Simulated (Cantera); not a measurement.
Feed: 1 mol SiHCl3, 1.2 mol HCl, 20 mol H2, at 1.70 bar.

Cantera equilibrium calculation (NASA polynomials, part measured and part estimated; ideal gas, pure solids and liquids). Candidate condensed phases: Si; 19 gas species. The tables' values for SiCl3 are old estimates; treat these amounts as uncertain. Kinetics and transport are ignored. All values below are at 1248 K.

Base state: H2 0.916, HCl 0.0389, SiCl4 0.0201, SiHCl3 0.0167, SiCl2 0.00315, SiCl3 0.00296, SiH2Cl2 0.00188, SiH3Cl 5.89e-5 (mole fractions); condensed: gas only.

What changes in the equilibrium state with this change: 0.17 mol H2O added?


| species | before | after |
|---|---|---|
| H2 | 0.916 | 0.912 |
| HCl | 0.0389 | 0.0474 |
| SiCl4 | 0.0201 | 0.0207 |
| SiHCl3 | 0.0167 | 0.0140 |
| SiH3Cl | 5.89e-5 | 3.28e-5 |
| SiH2Cl2 | 0.00188 | 0.00129 |
| SiCl2 | 0.00315 | 0.00216 |
| SiCl3 | 0.00296 | 0.00249 |
| SiO2(β-quartz), mol | 0 | 0.0850 |
The tables hold silica as quartz up to 1696 K and as liquid above; real silica turns to tridymite and cristobalite and melts near 1996 K. Further candidate phases: H2O, SiO2.

What changes in the equilibrium state with this change: 0.068 mol CH4 added?


```csv
species,before,after
H2,0.916,0.913
HCl,0.0389,0.0454
SiCl4,0.0201,0.0206
SiHCl3,0.0167,0.0146
CH4,0,8.51e-5
SiH3Cl,5.89e-5,3.73e-5
SiH2Cl2,0.00188,0.00140
SiCl2,0.00315,0.00235
SiCl3,0.00296,0.00259
"SiC(s), mol",0,0.0661
```
Further candidate phases: C, C6H6, C7H8, C8H18, SiC.

What changes in the equilibrium state with this change: HCl from 1.2 to 0.2 mol?


```json
[
 {"species": "H2", "before": "0.916", "after": "0.931"},
 {"species": "HCl", "before": "0.0389", "after": "0.0335"},
 {"species": "SiCl4", "before": "0.0201", "after": "0.0141"},
 {"species": "SiHCl3", "before": "0.0167", "after": "0.0138"},
 {"species": "SiCl3", "before": "0.00296", "after": "0.00244"},
 {"species": "SiH3Cl", "before": "5.89e-5", "after": "6.78e-5"},
 {"species": "SiCl2", "before": "0.00315", "after": "0.00303"},
 {"species": "SiH2Cl2", "before": "0.00188", "after": "0.00184"},
 {"species": "Si(s), mol", "before": "0", "after": "0.239"}
]
```
